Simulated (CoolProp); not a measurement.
Vapour-liquid equilibrium of fluoroethane (R161) (1) + R227EA (2) at 307.8 K; x and y are mole fractions of (1).

Computed with CoolProp (multi-fluid Helmholtz-energy mixture model, Wu 2012 and Lemmon 2016; pair parameters Bell 2016).

```
x      bubble pressure (MPa)  y at the bubble point  dew pressure at overall composition x (MPa)  liquid density (mol/L)
-----  ---------------------  ---------------------  -------------------------------------------  ----------------------
0.05                  0.6076                  0.055                                       0.6072                   8.139
0.125                 0.6188                  0.150                                       0.6151                   8.487
0.2                   0.6387                  0.254                                       0.6273                   8.848
0.275                 0.6673                    [?]                                       0.6436                   9.225
0.35                  0.7039                  0.463                                       0.6641                   9.621
0.425                 0.7475                  0.559                                       0.6891                   10.04
0.5                   0.7968                  0.645                                       0.7193                     [?]
0.575                 0.8505                  0.721                                          [?]                   10.95
0.65                     [?]                  0.787                                       0.7998                   11.45
0.725                 0.9665                  0.844                                       0.8536                   11.98
0.8                    1.027                  0.894                                       0.9198                   12.56
0.875                  1.089                  0.938                                        1.003                   13.18
0.95                     [?]                  0.976                                        1.107                     [?]
```

Task: What belongs in the gaps?

Result: 
- 0.275, y at the bubble point: 0.360
- 0.5, liquid density (mol/L): 10.48
- 0.575, dew pressure at overall composition x (MPa): 0.7558
- 0.65, bubble pressure (MPa): 0.9074
- 0.95, bubble pressure (MPa): 1.151
- 0.95, liquid density (mol/L): 13.86

No azeotrope shows between x = 0.05 and 0.95.

The pair parameters rest on a limited set of measurements; away from them the model extrapolates.
